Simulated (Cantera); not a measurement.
A perfectly stirred reactor is fed with NO : N2 : H2O = 1 : 0.1 : 0.0081 (molar parts), at 0.590 bar; it is held at 2100 K, and followed from long to short residence time.

Detailed kinetics in Cantera: GRI-Mech 3.0 (53 species, 325 reactions).

x: mole fraction; the columns are a selection and need not sum to one.

```tsv
τ (s)	x NO	x N2O	x N2	x O	x NO2
1.2	0.200	1.48e-5	0.441	0.00108	0.000291
0.55	0.320	3.78e-5	0.381	0.000992	0.000424
0.26	0.471	8.30e-5	0.306	0.000863	0.000537
0.13	(withheld)	(withheld)	(withheld)	(withheld)	0.000574
0.060	(withheld)	(withheld)	(withheld)	(withheld)	(withheld)
0.028	0.823	0.000265	0.130	0.000405	0.000414
0.014	0.862	0.000288	0.110	0.000306	0.000316
0.0064	0.884	0.000292	0.0991	0.000225	0.000229
```

Problem. Some entries are withheld; supply them.

Solution. 
- 0.13, x NO: 0.614
- 0.13, x N2O: 0.000144
- 0.13, x N2: 0.234
- 0.13, x O: 0.000716
- 0.060, x NO: 0.743
- 0.060, x N2O: 0.000215
- 0.060, x N2: 0.169
- 0.060, x O: 0.000548
- 0.060, x NO2: 0.000520
